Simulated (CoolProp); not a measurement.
Saturated liquid density (kg/m³) of tetradecamethylhexasiloxane (MD4M): the reference equation beside estimates from Tc = 653.2 K, pc = 8.286 bar, ω = 0.800. Rackett uses Z = 0.29056 − 0.08775 ω.

Values from CoolProp's reference Helmholtz-energy equation of state, Thol 2019.

| T (K) | reference | Rackett | van der Waals | Soave-Redlich-Kwong | Peng-Robinson |
|---|---|---|---|---|---|
| 402.2 | 784.7 | 1004 | 427.0 | 687.9 | 773.2 |
| 413.1 | 773.7 | 990.0 | 421.9 | 680.7 | 765.6 |
| 424 | 762.5 | 975.3 | 416.6 | 673.1 | 757.5 |
| 434.8 | 751.2 | 960.4 | 411.3 | 665.2 | 749.0 |
| 445.7 | 739.7 | 945.1 | 405.7 | 656.8 | 739.9 |
| 456.6 | 728.0 | 929.5 | 400.0 | 647.9 | 730.3 |
| 467.5 | 716.1 | 913.5 | 394.1 | 638.5 | 720.1 |
| 478.3 | 704.0 | 897.3 | 388.1 | 628.6 | 709.3 |
| 489.2 | 691.6 | 880.5 | 381.8 | 617.9 | 697.8 |

Absolute difference from the reference over all 9 rows, mean and median: Rackett 27.7 and 27.8 %, van der Waals 45.2 and 45.2 %, Soave-Redlich-Kwong 11.3 and 11.2 %, Peng-Robinson 0.7 and 0.7 %.
